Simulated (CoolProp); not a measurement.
Vapour pressure (MPa) of R113: the reference equation beside estimates from Tc = 214.1 °C, pc = 3.392 MPa, ω = 0.253.

The numbers come from the reference Helmholtz-energy equation of state, Marx 1992 in CoolProp.

```json
[
 {"T (°C)": "-2.15", "reference": "0.01354", "Soave-Redlich-Kwong": "0.01348", "Peng-Robinson": "0.01404"},
 {"T (°C)": "11.25", "reference": "0.02530", "Soave-Redlich-Kwong": "0.02514", "Peng-Robinson": "0.02586"},
 {"T (°C)": "24.65", "reference": "0.04422", "Soave-Redlich-Kwong": "0.04395", "Peng-Robinson": "0.04475"},
 {"T (°C)": "38.05", "reference": "0.07304", "Soave-Redlich-Kwong": "0.07267", "Peng-Robinson": "0.07338"},
 {"T (°C)": "51.45", "reference": "0.1150", "Soave-Redlich-Kwong": "0.1146", "Peng-Robinson": "0.1149"},
 {"T (°C)": "64.85", "reference": "0.1736", "Soave-Redlich-Kwong": "0.1734", "Peng-Robinson": "0.1730"},
 {"T (°C)": "78.25", "reference": "0.2529", "Soave-Redlich-Kwong": "0.2532", "Peng-Robinson": "0.2516"},
 {"T (°C)": "91.65", "reference": "0.3571", "Soave-Redlich-Kwong": "0.3585", "Peng-Robinson": "0.3551"},
 {"T (°C)": "105.05", "reference": "0.4908", "Soave-Redlich-Kwong": "0.4940", "Peng-Robinson": "0.4883"},
 {"T (°C)": "118.45", "reference": "0.6589", "Soave-Redlich-Kwong": "0.6647", "Peng-Robinson": "0.6563"},
 {"T (°C)": "131.85", "reference": "0.8664", "Soave-Redlich-Kwong": "0.8759", "Peng-Robinson": "0.8644"},
 {"T (°C)": "145.25", "reference": "1.119", "Soave-Redlich-Kwong": "1.133", "Peng-Robinson": "1.118"},
 {"T (°C)": "158.65", "reference": "1.422", "Soave-Redlich-Kwong": "1.442", "Peng-Robinson": "1.424"},
 {"T (°C)": "172.05", "reference": "1.783", "Soave-Redlich-Kwong": "1.807", "Peng-Robinson": "1.789"}
]
```

Absolute difference from the reference over all 14 rows, mean and median: Soave-Redlich-Kwong 0.7 and 0.6 %, Peng-Robinson 0.8 and 0.4 %.
